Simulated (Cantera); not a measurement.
Charge: 1 mol FeS, 0.053 mol SO3, 0.66 mol O2, equilibrated at 873.15 K and 12.0 mbar.

Cantera equilibrium calculation (NASA polynomials, part measured and part estimated; ideal gas, pure solids and liquids). Candidate condensed phases: Fe, FeO, FeS, FeSO4, FeS2, Fe2O3, Fe2(SO4)3, Fe3O4, S; 12 gas species. FeS: taken at fixed stoichiometry. Gases not in the tables: S3 to S7. Kinetics and transport are ignored.

Base state: SO2 0.969, S2 0.0293, S2O 0.00144 (mole fractions); condensed: FeS(s) + Fe3O4(s).

Problem. What changes in the equilibrium state with this change: pressure from 12.0 mbar to 1.00 bar?

Solution. 
```tsv
species	before	after
SO2	0.969	0.991
S2	0.0293	0.00769
S2O	0.00144	0.00161
FeS(s), mol	0.571	0
Fe3O4(s), mol	0.143	0.212
FeS2(s), mol	0	0.365
```

Problem. What changes in the equilibrium state with this change: temperature from 873.15 K to 1073.15 K?

Solution. 
```tsv
species	before	after
SO2	0.969	0.920
S2	0.0293	0.0769
S2O	0.00144	0.00262
SO	9.68e-6	0.000273
FeS(s), mol	0.571	0.543
Fe3O4(s), mol	0.143	0.152
```
Mutual solubility and eutectic melting of coexisting phases are not modelled.

Problem. What changes in the equilibrium state with this change: temperature from 873.15 K to 1173.15 K?

Solution. 
| species | before | after |
|---|---|---|
| SO2 | 0.969 | 0.887 |
| S2 | 0.0293 | 0.109 |
| S2O | 0.00144 | 0.00322 |
| SO | 9.68e-6 | 0.000933 |
| FeS(s), mol | 0.571 | 0.524 |
| Fe3O4(s), mol | 0.143 | 0.159 |
Mutual solubility and eutectic melting of coexisting phases are not modelled.
